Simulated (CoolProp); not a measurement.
Saturated liquid density (kg/m³) of propane: the reference equation beside estimates from Tc = 96.7 °C, pc = 4251 kPa, ω = 0.152. Rackett uses Z = 0.29056 − 0.08775 ω.

Values from CoolProp's reference Helmholtz-energy equation of state, Lemmon 2009.

```csv
T (°C),reference,Rackett,Redlich-Kwong,Peng-Robinson
-52.75,593.0,592.0,554.9,634.7
-46.15,585.5,584.5,547.0,626.8
-39.55,577.9,576.9,538.8,618.5
-32.95,570.2,569.1,530.2,609.8
-26.35,562.2,561.1,521.4,600.7
-19.75,554.1,553.0,512.3,591.2
-13.15,545.8,544.6,502.8,581.3
-6.55,537.3,536.0,493.0,570.9
0.05,528.5,527.2,482.7,559.9
6.65,519.5,518.0,472.0,548.3
13.25,510.1,508.6,460.9,536.1
19.85,500.3,498.8,449.2,523.2
26.45,490.1,488.5,437.0,509.5
33.05,479.4,477.8,424.1,494.9
```

Absolute difference from the reference over all 14 rows, mean and median: Rackett 0.2 and 0.2 %, Redlich-Kwong 8.4 and 8.1 %, Peng-Robinson 5.9 and 6.4 %.
